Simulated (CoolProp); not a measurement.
cis-2-butene along the isotherm 455.7 K: fugacity coefficient from the reference equation and from simpler models built on Tc = 435.8 K, pc = 4.236 MPa, ω = 0.202; each cubic takes its own stable root.

Computed with CoolProp (reference Helmholtz-energy equation of state, Lemmon 2005). It is a short technical equation, of lower accuracy than the large ones.

| p (MPa) | phase | reference |
|---|---|---|
| 1.32 | gas | 0.9078 |
| 2.65 | gas | 0.8174 |
| 3.97 | gas | 0.7288 |
| 5.3 | supercritical | 0.6375 |
| 6.62 | supercritical | 0.5489 |
| 7.94 | supercritical | 0.4838 |
| 9.27 | supercritical | 0.4364 |
| 10.6 | supercritical | 0.4008 |
| 11.9 | supercritical | 0.3740 |
| 13.2 | supercritical | 0.3528 |
| 14.6 | supercritical | 0.3345 |
| 15.9 | supercritical | 0.3207 |
| 17.2 | supercritical | 0.3093 |
| 18.5 | supercritical | 0.2999 |
| 19.9 | supercritical | 0.2915 |
| 21.2 | supercritical | 0.2851 |

**Question.** How far does each simpler model (Redlich-Kwong, Soave-Redlich-Kwong, Peng-Robinson) lie from the reference over these 16 states: mean and median of the absolute difference, and the worst?

**Answer.** 
- Redlich-Kwong: mean 3.2 %, median 3.4 %, worst +6.5 % at 455.7 K and 21.2 MPa
- Soave-Redlich-Kwong: mean 5.4 %, median 6.0 %, worst +9.6 % at 455.7 K and 21.2 MPa
- Peng-Robinson: mean 1.0 %, median 0.8 %, worst -2.3 % at 455.7 K and 5.3 MPa
